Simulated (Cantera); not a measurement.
A closed system holds: 1 mol Ti(OiPr)4, a varied amount of NH3, 78 mol H2, equilibrated at 2023.15 K and 16.0 Pa.

These are equilibrium values from Cantera (NASA tables, ideal gas, pure condensed phases), not measurements of a reactor. Candidate condensed phases: C, C6H6, C7H8, C8H18, H2O, Ti, TiC, TiN, TiO, TiO2, Ti2O3, Ti3O5, Ti4O7; 139 gas species. The feed counts by its element totals alone. TiC: taken at fixed stoichiometry. Equilibrium is a limit: real reactors are often held back by kinetics, nucleation or transport.

x: gas mole fraction; n: condensed amount in mol.

| n(NH3) (mol) | x H2 | x H | x N2 | x CO | x HCN | n C(graphite) | n TiC(s) |
|---|---|---|---|---|---|---|---|
| 0.39 | 0.822 | 0.136 | 0.00157 | 0.0385 | ? | 6.78 | 0.999 |
| 0.61 | 0.821 | 0.136 | 0.00253 | 0.0383 | ? | 6.77 | 0.999 |
| 0.96 | 0.820 | 0.136 | 0.00407 | 0.0381 | ? | 6.74 | 0.999 |
| 1.5 | 0.818 | 0.136 | 0.00644 | 0.0377 | ? | 6.71 | 0.999 |
| 2.4 | 0.815 | 0.136 | 0.0103 | 0.0370 | ? | 6.67 | 0.999 |
| 3.7 | 0.810 | 0.135 | 0.0157 | 0.0361 | ? | 6.62 | 0.999 |
| 5.8 | 0.804 | 0.135 | 0.0239 | 0.0347 | ? | 6.56 | 0.999 |
| 9.2 | 0.794 | 0.134 | 0.0361 | 0.0326 | ? | 6.47 | 0.999 |
| 14 | 0.782 | 0.133 | 0.0510 | 0.0301 | ? | 6.36 | 0.999 |
| 23 | 0.764 | 0.131 | 0.0736 | 0.0263 | ? | 6.17 | 0.999 |
| 36 | 0.745 | 0.130 | 0.0979 | 0.0223 | ? | 5.93 | 0.999 |

Question: Fill in the missing entries.

Answer: 
- 0.39, x HCN: 0.000580
- 0.61, x HCN: 0.000736
- 0.96, x HCN: 0.000932
- 1.5, x HCN: 0.00117
- 2.4, x HCN: 0.00148
- 3.7, x HCN: 0.00182
- 5.8, x HCN: 0.00224
- 9.2, x HCN: 0.00273
- 14, x HCN: 0.00322
- 23, x HCN: 0.00383
- 36, x HCN: 0.00436
